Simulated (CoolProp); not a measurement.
Vapour-liquid equilibrium of CH2F2 (R32) (1) + R134a (2) at 262.4 K; x and y are mole fractions of (1).

Model: multi-fluid Helmholtz-energy mixture model, Tillner-Roth 1997 and Tillner-Roth 1994; pair parameters Lemmon 2004, in CoolProp.

Task: Give the bubble pressure and the first vapour's composition at x = 0.575, 0.65, 0.875. Is there an azeotrope?

Result: x = 0.575: 406.8 kPa, y = 0.776; x = 0.65: 434.4 kPa, y = 0.825; x = 0.875: 519.2 kPa, y = 0.945. No azeotrope shows between x = 0.05 and 0.95.

The pair parameters rest on a limited set of measurements; away from them the model extrapolates.
